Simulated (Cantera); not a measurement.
## Premixed flame

A freely propagating, adiabatic, planar premixed flame of 7.64 % C2H4, 17.6 % O2, 66.3 % N2, 8.40 % H2O, equivalence ratio 1.3, unburnt at 500 K and 0.132 atm; multicomponent transport, grid criteria slope 0.08 and curve 0.16, no radiation.

Detailed kinetics in Cantera: GRI-Mech 3.0 (53 species, 325 reactions). GRI-Mech 3.0 was tuned for natural gas; its chemistry of ethylene as a main component is partial and can be far from experiment. Burning velocities carry a grid error of a few per cent, more on coarse grids.

```tsv
z (mm)	T (K)	u (m/s)	x C2H4	x O2	x H2O	x OH	x CH2CO	x HCN
-5.49	500	2.01	0.0764	0.176	0.0840	<1e-8	<1e-8	<1e-8
-3.66	500	2.01	0.0763	0.176	0.0839	<1e-8	<1e-8	<1e-8
-2.74	501	2.02	0.0762	0.176	0.0839	3.61e-8	7.86e-8	<1e-8
-1.83	512	2.07	0.0756	0.174	0.0843	2.14e-6	3.21e-6	<1e-8
-0.914	776	3.21	0.0653	0.153	0.100	0.000221	0.000411	2.17e-7
-0.457	1186	5.02	0.0420	0.114	0.126	0.000827	0.00229	1.19e-6
0	1580	6.85	0.0144	0.0697	0.152	0.00208	0.00266	4.15e-6
0.457	1831	8.03	0.00207	0.0380	0.168	0.00447	0.000854	8.52e-6
0.914	1933	8.49	0.000130	0.0212	0.175	0.00693	0.000125	8.99e-6
1.83	1973	8.63	1.88e-7	0.0105	0.174	0.00887	9.64e-7	3.86e-6
3.66	1991	8.66	<1e-8	0.00740	0.169	0.00908	<1e-8	5.36e-7
7.31	2005	8.71	<1e-8	0.00662	0.168	0.00897	<1e-8	1.96e-8
14.6	2027	8.78	<1e-8	0.00610	0.170	0.00879	<1e-8	<1e-8
```
x: mole fraction of selected species; z is measured from the peak of heat release.

```json
{
  "laminar_burning_velocity": "201 cm/s",
  "thermal_thickness": "1.83 mm",
  "peak x(OH)": "0.00909",
  "peak x(CH2CO)": "0.00303",
  "peak x(HCN)": "9.44e-6",
  "grid_points": "170"
}
```
